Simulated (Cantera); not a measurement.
Input: 1 mol C, 1.2 mol CO2, 11 mol H2, 0.053 mol NH3, equilibrated at 0.00133 bar.

These are equilibrium values from Cantera (NASA tables, ideal gas, pure condensed phases), not measurements of a reactor. Candidate condensed phases: C, C6H6, C7H8, C8H18, H2O; 136 gas species. The numbers say what is thermodynamically allowed, not how fast it happens.

x: gas mole fraction; nothing condenses.

```tsv
T (K)	x H	x H2	x CO	x H2O	x O	x OH
1575	0.00103	0.818	0.164	0.0140	?	6.42e-7
1725	0.00459	0.814	0.164	0.0142	?	4.40e-6
1875	0.0161	0.804	0.163	0.0142	?	2.21e-5
2025	0.0464	0.776	0.161	0.0140	?	8.74e-5
2175	0.113	0.715	0.155	0.0133	?	0.000283
2325	0.234	0.605	0.145	0.0118	?	0.000762
2475	0.411	0.445	0.131	0.00883	?	0.00164
2625	0.604	0.270	0.114	0.00439	?	0.00233
2775	0.753	0.135	0.102	0.00114	?	0.00176
2925	0.835	0.0599	0.0949	0.000199	?	0.000868
```

Some entries are withheld; supply them.


- 1575, x O: 6.79e-10
- 1725, x O: 1.97e-8
- 1875, x O: 3.36e-7
- 2025, x O: 3.80e-6
- 2175, x O: 3.13e-5
- 2325, x O: 0.000200
- 2475, x O: 0.00100
- 2625, x O: 0.00336
- 2775, x O: 0.00618
- 2925, x O: 0.00749
